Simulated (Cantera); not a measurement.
**Equilibrium for silicon epitaxy and polysilicon growth: Si₂Cl₆ + Cl₂ + N₂**

Charge: 1 mol Si₂Cl₆, 0.077 mol Cl₂, 32 mol N₂, at 0.0100 bar.

Cantera equilibrium calculation (NASA polynomials, part measured and part estimated; ideal gas, pure solids and liquids). Candidate condensed phases: Si, Si₃N₄; 13 gas species. The feed counts by its element totals alone. N₂ is the only nitrogen source here; it is nearly inert below about 1500 K, so the nitride shown seldom forms there in practice. The tables' values for SiCl₃ are old estimates; treat these amounts as uncertain. Kinetics and transport are ignored.

From 600 °C to 1100 °C the condensed part is Si₃N₄(s). From 1150 °C to 1200 °C nothing is condensed. The main Si-bearing gas is SiCl₄ throughout.

```json
[
 {"T (°C)": "600", "x N₂": "0.954", "x SiCl₄": "0.0463", "x SiCl₂": "1.44e-8", "x SiCl₃": "3.37e-6", "x Cl": "3.64e-10", "x Cl₂": "<1e-12", "x SiCl": "<1e-12", "n Si₃N₄(s)": "0.154"},
 {"T (°C)": "650", "x N₂": "0.954", "x SiCl₄": "0.0463", "x SiCl₂": "1.19e-7", "x SiCl₃": "1.17e-5", "x Cl": "1.98e-9", "x Cl₂": "3.13e-12", "x SiCl": "<1e-12", "n Si₃N₄(s)": "0.154"},
 {"T (°C)": "700", "x N₂": "0.954", "x SiCl₄": "0.0463", "x SiCl₂": "7.89e-7", "x SiCl₃": "3.57e-5", "x Cl": "9.03e-9", "x Cl₂": "1.24e-11", "x SiCl": "<1e-12", "n Si₃N₄(s)": "0.154"},
 {"T (°C)": "750", "x N₂": "0.954", "x SiCl₄": "0.0462", "x SiCl₂": "4.34e-6", "x SiCl₃": "9.74e-5", "x Cl": "3.56e-8", "x Cl₂": "4.29e-11", "x SiCl": "<1e-12", "n Si₃N₄(s)": "0.154"},
 {"T (°C)": "800", "x N₂": "0.954", "x SiCl₄": "0.0461", "x SiCl₂": "2.02e-5", "x SiCl₃": "0.000242", "x Cl": "1.24e-7", "x Cl₂": "1.32e-10", "x SiCl": "<1e-12", "n Si₃N₄(s)": "0.153"},
 {"T (°C)": "850", "x N₂": "0.954", "x SiCl₄": "0.0458", "x SiCl₂": "8.20e-5", "x SiCl₃": "0.000550", "x Cl": "3.84e-7", "x Cl₂": "3.67e-10", "x SiCl": "1.30e-12", "n Si₃N₄(s)": "0.152"},
 {"T (°C)": "900", "x N₂": "0.953", "x SiCl₄": "0.0452", "x SiCl₂": "0.000293", "x SiCl₃": "0.00116", "x Cl": "1.08e-6", "x Cl₂": "9.31e-10", "x SiCl": "1.56e-11", "n Si₃N₄(s)": "0.149"},
 {"T (°C)": "950", "x N₂": "0.953", "x SiCl₄": "0.0440", "x SiCl₂": "0.000934", "x SiCl₃": "0.00227", "x Cl": "2.79e-6", "x Cl₂": "2.17e-9", "x SiCl": "1.51e-10", "n Si₃N₄(s)": "0.142"},
 {"T (°C)": "1000", "x N₂": "0.952", "x SiCl₄": "0.0417", "x SiCl₂": "0.00267", "x SiCl₃": "0.00412", "x Cl": "6.63e-6", "x Cl₂": "4.68e-9", "x SiCl": "1.21e-9", "n Si₃N₄(s)": "0.128"},
 {"T (°C)": "1050", "x N₂": "0.949", "x SiCl₄": "0.0374", "x SiCl₂": "0.00684", "x SiCl₃": "0.00683", "x Cl": "1.46e-5", "x Cl₂": "9.22e-9", "x SiCl": "8.15e-9", "n Si₃N₄(s)": "0.0966"},
 {"T (°C)": "1100", "x N₂": "0.944", "x SiCl₄": "0.0302", "x SiCl₂": "0.0155", "x SiCl₃": "0.0101", "x Cl": "2.94e-5", "x Cl₂": "1.64e-8", "x SiCl": "4.65e-8", "n Si₃N₄(s)": "0.0385"},
 {"T (°C)": "1150", "x N₂": "0.941", "x SiCl₄": "0.0258", "x SiCl₂": "0.0213", "x SiCl₃": "0.0118", "x Cl": "7.16e-5", "x Cl₂": "4.47e-8", "x SiCl": "1.20e-7", "n Si₃N₄(s)": "0"},
 {"T (°C)": "1200", "x N₂": "0.941", "x SiCl₄": "0.0253", "x SiCl₂": "0.0210", "x SiCl₃": "0.0125", "x Cl": "0.000205", "x Cl₂": "1.78e-7", "x SiCl": "1.69e-7", "n Si₃N₄(s)": "0"}
]
```
x: gas mole fraction; n: condensed amount in mol.
